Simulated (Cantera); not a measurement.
A Cantera script and its output.

```python
import numpy as np
import cantera as ct

gas = ct.Solution("gri30.yaml")
gas.TPX = 1200, 101325, {'N2O': 1, 'H2': 0.0065, 'N2': 8.9}
reactor = ct.IdealGasConstPressureReactor(gas, energy="off", clone=False)
net = ct.ReactorNet([reactor])
net.rtol, net.atol = 1e-08, 1e-18
show = ['N2O', 'H2', 'OH', 'O2', 'N2', 'H2O']
times = np.geomspace(0.0003, 60, 9)

steps = ct.SolutionArray(gas, extra=["t"])
rows = []
print(f"{'t/s':>10s}{'T/K':>9s}{'P/Pa':>11s}" + "".join(f"{s:>11s}" for s in show))
for t in times:
    while net.time < t:
        t_next = net.step()
        steps.append(gas.state, t=t_next)
    rows.append([np.interp(t, steps.t, y) for y in (steps.T, steps.P, *steps(*show).X.T)])
    print(f"{t:10.3e}{rows[-1][0]:9.1f}{rows[-1][1]:11.4g}" + "".join(f"{x:11.3e}" for x in rows[-1][2:]))
rate = np.gradient(steps.T, steps.t)
print("integrator steps:", len(steps.t))
if steps.T.max() > steps.T[0] + 200:
    print(f"time of steepest temperature rise: {steps.t[rate.argmax()]:.4e} s")
gas.TPX = 1200, 101325, {'N2O': 1, 'H2': 0.0065, 'N2': 8.9}
gas.equilibrate("TP")
print(f"equilibrium (TP): T = {gas.T:.1f} K  " + "  ".join(f"{s} {gas[s].X[0]:.3e}" for s in show))
```

Result:

```
       t/s      T/K       P/Pa        N2O         H2         OH         O2         N2        H2O
 3.000e-04   1200.0  1.013e+05  1.009e-01  6.502e-04  2.237e-06  5.528e-06  8.984e-01  4.534e-06
 1.380e-03   1200.0  1.013e+05  1.008e-01  5.624e-04  7.567e-06  3.069e-05  8.985e-01  8.882e-05
 6.344e-03   1200.0  1.013e+05  1.001e-01  2.111e-04  7.160e-06  1.620e-04  8.990e-01  4.406e-04
 2.917e-02   1200.0  1.013e+05  9.850e-02  1.599e-05  3.182e-06  7.648e-04  8.999e-01  6.379e-04
 1.342e-01   1200.0  1.013e+05  9.236e-02  1.691e-08  2.598e-06  3.388e-03  9.028e-01  6.523e-04
 6.170e-01   1200.0  1.013e+05  6.980e-02  4.919e-09  2.530e-06  1.310e-02  9.137e-01  6.453e-04
 2.837e+00   1200.0  1.013e+05  2.400e-02  2.144e-09  1.805e-06  3.322e-02  9.360e-01  6.314e-04
 1.305e+01   1200.0  1.013e+05  7.710e-04  1.446e-10  4.330e-07  4.388e-02  9.478e-01  6.249e-04
 6.000e+01   1200.0  1.013e+05  2.009e-08  3.774e-11  1.603e-07  4.426e-02  9.482e-01  6.247e-04
integrator steps: 1967
equilibrium (TP): T = 1200.0 K  N2O 7.981e-09  H2 3.635e-11  OH 1.633e-07  O2 4.770e-02  N2 9.516e-01  H2O 6.247e-04
```

Cantera simulation using GRI-Mech 3.0 (53 species, 325 reactions); the numbers are that mechanism's predictions, not measurements. GRI-Mech 3.0 was tuned for natural gas; its chemistry of N2O as a main component is partial and can be far from experiment. The mechanism lacks the step 2 NO + O2 → 2 NO2, which can matter for NO2 below about 1400 K. The temperature is held fixed by assumption; the heat of reaction is taken as removed at once.
